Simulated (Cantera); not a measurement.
A Cantera script and what it prints.

```python
import numpy as np
import cantera as ct

gas_names = """
    C CH CH2 CH3 CH4 CN C2 C2H C2H2,acetylene C2H2,vinylidene C2H3,vinyl CH3CN C2H4 C2H5 C2H6 CCN CNC
    C2N2 C3 C3H3,propargyl C3H4,allene C3H4,propyne C3H4,cyclo- C3H5,allyl C3H6,propylene C3H6,cyclo-
    C3H7,n-propyl C3H7,i-propyl C3H8 C4 C4H2 C4H4,1,3-cyclo- C4H6,butadiene C4H6,2-butyne C4H6,cyclo-
    C4H8,1-butene C4H8,cis2-buten C4H8,tr2-butene C4H8,isobutene C4H8,cyclo- C4H9,n-butyl C4H9,i-butyl
    C4H9,s-butyl C4H9,t-butyl C4H10,isobutane C4H10,n-butane C4N2 C5 C5H6,1,3cyclo- C5H8,cyclo-
    C5H10,1-pentene C5H10,cyclo- C5H11,pentyl C5H11,t-pentyl C5H12,n-pentane C5H12,i-pentane
    CH3C(CH3)2CH3 C6H2 C6H5,phenyl C6H6 C6H10,cyclo- C6H12,1-hexene C6H12,cyclo- C6H13,n-hexyl
    C7H7,benzyl C7H8 C7H14,1-heptene C7H15,n-heptyl C7H16,n-heptane C8H8,styrene C8H10,ethylbenz
    C8H16,1-octene C8H17,n-octyl C8H18,isooctane C8H18,n-octane C9H19,n-nonyl C10H8,naphthale
    C10H21,n-decyl C12H9,o-bipheny C12H10,bipheny H HCN HCCN HNC H2 N NH NH2 NH3 N2 N2H2 N2H4 Si SiC
    SiC2 SiC4H12 SiH SiH2 SiH3 SiH4 SiN Si2 Si2C Si2N Si3
""".split()
cond_names = """
    C(gr) C6H6(L) C7H8(L) C8H18(L),n-octa Si(cr) Si(L) SiC(b) Si3N4(a)
""".split()


def load(file, names, dense=False):
    # The tables refer to 1 bar. Condensed volumes are neglected.
    table = {s.name: s for s in ct.Species.list_from_file(file)}
    out = []
    for n in names:
        d = dict(table[n].input_data)
        d["thermo"] = dict(d["thermo"], **{"reference-pressure": 1e5})
        if dense:
            d["equation-of-state"] = {"model": "constant-volume", "density": "1e6 g/cm^3"}
        out.append(ct.Species.from_dict(d))
    return out


gas = ct.Solution(thermo="ideal-gas", species=load("nasa_gas.yaml", gas_names))
cond = {s.name: ct.Solution(thermo="fixed-stoichiometry", species=[s], name=s.name)
        for s in load("nasa_condensed.yaml", cond_names, dense=True)}
atoms = {
    'Si3N4': {'Si': 3, 'N': 4},
    'C': {'C': 1},
    'H2': {'H': 2},
}
top_T = {'C(gr)': 4500, 'SiC(b)': 3050, 'Si3N4(a)': 2400}  # K; cautious upper limits of use, not melting points


def equilibrate(T, P, feed):
    n = {}
    for name, mol in feed.items():
        for a, k in atoms[name].items():
            n[a] = n.get(a, 0.0) + k * mol
    gas.TPX = T, P, n
    mass = sum(n.values()) * gas.mean_molecular_weight
    gas.equilibrate("TP")
    valid = [c for c in cond.values() if c.min_temp <= T <= top_T.get(c.name, c.max_temp)]
    mix = ct.Mixture([(gas, mass / gas.mean_molecular_weight)] + [(c, 0.0) for c in valid])
    mix.T, mix.P = T, P
    mix.equilibrate("TP", solver="vcs", rtol=1e-11, max_steps=5000)
    return mix


results = []
feed = {'Si3N4': 1, 'C': 0.81, 'H2': 0.018}  # mol
T = 2898  # K
P = 200  # Pa
mix = equilibrate(T, P, feed)
results.append((T, P, feed, dict(zip(mix.species_names, mix.species_moles))))
x = sorted(zip(gas.X, gas.species_names), reverse=True)
print(f"T = {T:g} K  P = {P:g} Pa  gas = {mix.phase_moles(0):.4g} mol")
print("   x: " + "  ".join(f"{s} {v:.3e}" for v, s in x if v > 1e-05))
print("   condensed (mol): " + ("  ".join(f"{mix.phase(i).name} {mix.phase_moles(i):.4g}"
      for i in range(1, mix.n_phases) if mix.phase_moles(i) > 1e-12) or "none"))
```

Output:

```
T = 2898 K  P = 200 Pa  gas = 5.091 mol
   x: Si 5.183e-01  N2 3.870e-01  SiC2 6.405e-02  CN 1.048e-02  H 6.899e-03  C 3.933e-03  C3 3.850e-03  Si2C 2.354e-03  C2 9.042e-04  SiN 8.681e-04  SiC 5.696e-04  Si2 3.835e-04  HCN 1.188e-04  N 9.808e-05  C2N2 4.229e-05  HNC 2.062e-05  Si2N 1.019e-05
   condensed (mol): none
```

Method: chemical equilibrium by Gibbs-energy minimisation in Cantera with the NASA 1993 tables (ideal gas, pure condensed phases). The tables' values for SiN are old estimates; treat these amounts as uncertain.
